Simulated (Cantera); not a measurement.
Charge: 1 mol CH3SiCl3, 0.082 mol HCl, 280 mol H2, at 2623 K and 28.0 mbar.

These are equilibrium values from Cantera (NASA tables, ideal gas, pure condensed phases), not measurements of a reactor. Candidate condensed phases: C, C6H6, C7H8, C8H18, Si, SiC; 109 gas species. The feed counts by its element totals alone. The tables' values for SiCl are old estimates; treat these amounts as uncertain. The numbers say what is thermodynamically allowed, not how fast it happens.

Base state: H2 0.766, H 0.220, HCl 0.00802, Si 0.00290, Cl 0.00161, C2H2 (acetylene) 0.00140, SiC2 0.000108, SiH 9.37e-5 (mole fractions); condensed: gas only.

**Question.** What changes in the equilibrium state with this change: H2 from 280 to 1.2 mol?

**Answer.** 
```
species             before     after
----------------  --------  --------
HCl                0.00802     0.306
H2                   0.766     0.277
H                    0.220     0.132
Cl                 0.00161     0.103
SiCl2              7.99e-7    0.0682
SiCl               1.33e-5    0.0178
SiC2              0.000108    0.0222
Si                 0.00290    0.0612
SiCl3                <1e-9  0.000294
Cl2                3.49e-9   1.41e-5
Si2C               4.04e-6   0.00563
C(graphite), mol         0     0.666
```
The tables' values for SiCl, SiCl3 are old estimates; treat these amounts as uncertain. Gases not in the tables: Si2H6 and higher silanes.
